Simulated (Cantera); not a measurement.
A closed system holds: 1 mol CF₄, equilibrated at 1123.15 K and 2.00e-5 bar.

These are equilibrium values from Cantera (NASA tables, ideal gas, pure condensed phases), not measurements of a reactor. Candidate condensed phases: C; 13 gas species. Gases not in the tables: C₂F₆ and larger saturated fluorocarbons. Equilibrium is a limit: real reactors are often held back by kinetics, nucleation or transport.

Base state: CF₄ 1.000 (mole fractions); condensed: gas only.

**Question.** What changes in the equilibrium state with this change: temperature from 1123.15 K to 1825 K?

**Answer.** 
```json
[
 {"species": "F", "before": "2.78e-6", "after": "0.476"},
 {"species": "CF₄", "before": "1.000", "after": "0.284"},
 {"species": "CF₂", "before": "1.14e-6", "after": "0.235"},
 {"species": "CF", "before": "<1e-9", "after": "0.000643"},
 {"species": "CF₃", "before": "4.93e-7", "after": "0.00430"}
]
```
